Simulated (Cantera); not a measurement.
Input: 1 mol CH3Cl, 0.037 mol H2, at 1975 K and 0.00490 bar.

Cantera equilibrium calculation (NASA polynomials, part measured and part estimated; ideal gas, pure solids and liquids). Candidate condensed phases: C, C6H6, C7H8, C8H18; 91 gas species. Kinetics and transport are ignored.

Base state: H2 0.501, HCl 0.475, H 0.0138, Cl 0.00981, C2H2 (acetylene) 0.000325 (mole fractions); condensed: C(graphite).

### Question
What changes in the equilibrium state with this change: CH3Cl replaced by CH3F?

### Answer
```json
[
 {"species": "H2", "before": "0.501", "after": "0.498"},
 {"species": "HF", "before": "0", "after": "0.488"},
 {"species": "H", "before": "0.0138", "after": "0.0138"},
 {"species": "HCl", "before": "0.475", "after": "0"},
 {"species": "Cl", "before": "0.00981", "after": "0"},
 {"species": "C2H2 (acetylene)", "before": "0.000325", "after": "0.000324"},
 {"species": "C(graphite), mol", "before": "0.999", "after": "0.999"}
]
```
